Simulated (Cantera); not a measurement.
A closed system holds: 1 mol Pb, 4.8 mol CO, 1.2 mol N2, at 0.100 bar.

Method: chemical equilibrium by Gibbs-energy minimisation in Cantera with the NASA 1993 tables (ideal gas, pure condensed phases). Candidate condensed phases: C, Pb, PbO, PbO2, Pb3O4; 27 gas species. Equilibrium is a limit: real reactors are often held back by kinetics, nucleation or transport.

Question: What share of the Pb ends up in condensed phases as a function of T (°C), at 475, 575, 675, 775, 875, 975, 1075?

Answer: 
| T (°C) | Pb condensed (%) | as |
|---|---|---|
| 475 | 100.0 | Pb(l) |
| 575 | 100.0 | Pb(l) |
| 675 | 100.0 | Pb(l) |
| 775 | 99.7 | Pb(l) |
| 875 | 98.3 | Pb(l) |
| 975 | 92.1 | Pb(l) |
| 1075 | 69.9 | Pb(l) |
